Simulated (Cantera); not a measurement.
Input: 1 mol SiO₂, a varied amount of F₂, equilibrated at 1100 K and 0.100 bar.

Cantera equilibrium calculation (NASA polynomials, part measured and part estimated; ideal gas, pure solids and liquids). Candidate condensed phases: Si, SiO₂; 17 gas species. Rates play no part.

### Question
Which condensed phases are stable at each of these points (n(F₂) (mol)): 0.62, 1.6, 2.6, 3.7, 4.7, 5.7, 6.7, 7.7, 8.7?

### Answer
| n(F₂) (mol) | condensed phases | Si condensed (%) |
|---|---|---|
| 0.62 | SiO₂(β-quartz) | 69.0 |
| 1.6 | SiO₂(β-quartz) | 20.0 |
| 2.6 | gas only | 0.0 |
| 3.7 | gas only | 0.0 |
| 4.7 | gas only | 0.0 |
| 5.7 | gas only | 0.0 |
| 6.7 | gas only | 0.0 |
| 7.7 | gas only | 0.0 |
| 8.7 | gas only | 0.0 |

From 0.62 mol F₂ to 1.6 mol F₂ the condensed part is SiO₂(β-quartz). From 2.6 mol F₂ to 8.7 mol F₂ nothing is condensed.
